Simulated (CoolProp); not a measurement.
Vapour-liquid equilibrium of ethane (1) + hydrogen sulfide (2) at 236.7 K; x and y are mole fractions of (1).

Computed with CoolProp (multi-fluid Helmholtz-energy mixture model, Bücker 2006 and Lemmon 2006; pair parameters Kunz 2012).

```
x     bubble pressure, mixture model (bar)  bubble pressure, Raoult's law (bar)  y, mixture model  y, Raoult's law
----  ------------------------------------  -----------------------------------  ----------------  ---------------
0.05                                 4.490                                3.253             0.353            0.134
0.2                                  6.823                                4.116             0.603            0.424
0.35                                 7.681                                4.979             0.668            0.613
0.5                                  8.138                                5.842             0.709            0.746
0.65                                 8.496                                6.704             0.757            0.845
0.8                                  8.763                                7.567             0.828            0.922
0.95                                 8.799                                8.430             0.945            0.982
```

The largest gap from Raoult's law is +65.8 % in bubble pressure, at x = 0.2. y crosses x between x = 0.8 and 0.95: the model has an azeotrope there.

Pair parameters are fitted to limited data, so mixtures are less certain than the pure fluids. With so large a gap from Raoult's law the liquid may split in two, which this calculation doesn't test in full.
